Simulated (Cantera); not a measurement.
A perfectly stirred reactor is fed with 22.7 % H₂, 16.2 % O₂, 61.1 % N₂, equivalence ratio 0.70, at 3.65 atm; it is adiabatic with a 498 K inlet, and is followed from long to short residence time, starting on the burning branch (τ in s: 0.031, 0.013, 0.0057, 0.0024, 0.001, 0.00045, 0.00019, 8.3e-05, 3.6e-05).

Computed with Cantera and the H2/O2 subset of GRI-Mech 3.0, which has no nitrogen chemistry. The hydrogen kinetics of GRI-Mech 3.0 are dated; newer H2 mechanisms differ, most at raised pressure.

x: mole fraction; the columns are a selection and need not sum to one.

```
τ (s)    T (K)      x H₂    x O₂       x H   x H₂O₂     x OH
-------  -----  --------  ------  --------  -------  -------
0.031     2175  0.000643  0.0539   7.24e-5  3.69e-7  0.00388
0.013     2173  0.000751  0.0539   8.87e-5  3.81e-7  0.00410
0.0057    2169  0.000970  0.0539  0.000125  4.07e-7  0.00452
0.0024    2161   0.00143  0.0538  0.000217  4.63e-7  0.00531
0.0010    2146       [?]  0.0538       [?]      [?]      [?]
0.00045   2124       [?]  0.0538       [?]      [?]      [?]
0.00019   2086   0.00604  0.0541   0.00192  9.47e-7  0.00979
8.3e-5    2030   0.00947  0.0550   0.00391  1.26e-6   0.0115
3.6e-5    1948    0.0143  0.0566   0.00753  1.77e-6   0.0126
```

Q: Complete the blanks.

A: 
- 0.0010, x H₂: 0.00231
- 0.0010, x H: 0.000439
- 0.0010, x H₂O₂: 5.67e-7
- 0.0010, x OH: 0.00653
- 0.00045, x H₂: 0.00367
- 0.00045, x H: 0.000890
- 0.00045, x H₂O₂: 7.16e-7
- 0.00045, x OH: 0.00799
